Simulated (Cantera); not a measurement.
A closed system holds: 1 mol Al, 0.1 mol NH3, 71 mol H2, at 0.113 Torr.

Equilibrium computed with Cantera from the NASA thermochemical tables; the gas is ideal and each condensed phase is pure. Candidate condensed phases: Al, AlN; 13 gas species. Mutual solubility and eutectic melting of coexisting phases are not modelled. Equilibrium is a limit: real reactors are often held back by kinetics, nucleation or transport.

x: gas mole fraction; n: condensed amount in mol.

```tsv
T (K)	x H2	x H	x Al	x N2	x AlH	x Al2	n Al(l)	n AlN(s)
1048	1.000	6.31e-7	1.90e-6	<1e-12	3.47e-7	2.05e-12	0.900	0.100
1148	1.000	5.85e-6	4.31e-5	<1e-12	3.81e-6	1.89e-10	0.897	0.100
1248	0.999	3.81e-5	0.000587	[?]	2.82e-5	8.28e-9	0.856	0.100
1348	0.994	0.000188	0.00540	[?]	0.000154	2.04e-7	0.503	0.1000
1448	0.987	0.000748	0.0123	[?]	0.000222	3.63e-7	0	0.1000
1548	0.985	0.00249	0.0127	[?]	0.000155	1.53e-7	0	0.0758
1648	0.978	0.00719	0.0137	0.000690	0.000118	7.92e-8	0	0
1748	0.967	0.0183	0.0136	0.000686	8.64e-5	3.82e-8	0	0
1848	0.944	0.0421	0.0135	0.000678	6.44e-5	1.96e-8	0	0
1948	0.899	0.0875	0.0132	0.000662	4.82e-5	1.05e-8	0	0
```

Question: Fill in the missing entries.

Answer: 
- 1248, x N2: 3.43e-12
- 1348, x N2: 3.80e-10
- 1448, x N2: 1.92e-7
- 1548, x N2: 0.000168
